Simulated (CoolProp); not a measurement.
Properties of carbon monoxide along the isobar 0.101 MPa.

Model: reference Helmholtz-energy equation of state, Lemmon 2006, in CoolProp. It is a short technical equation, of lower accuracy than the large ones.

```csv
T (°C),phase,Joule-Thomson coefficient (K/MPa),expansivity (1/kK),fugacity coefficient
-148.75,gas,11.89,8.318,0.9884
-121.35,gas,8.447,6.719,0.9935
-93.95,gas,6.394,5.651,0.9962
-66.55,gas,5.024,4.882,0.9977
-39.15,gas,4.042,4.300,0.9986
-11.75,gas,3.301,3.843,0.9992
15.65,gas,2.721,3.474,0.9995
43.15,gas,2.253,3.170,0.9998
70.55,gas,1.870,2.915,1.0000
97.95,gas,1.550,2.699,1.000
125.35,gas,1.279,2.512,1.000
```
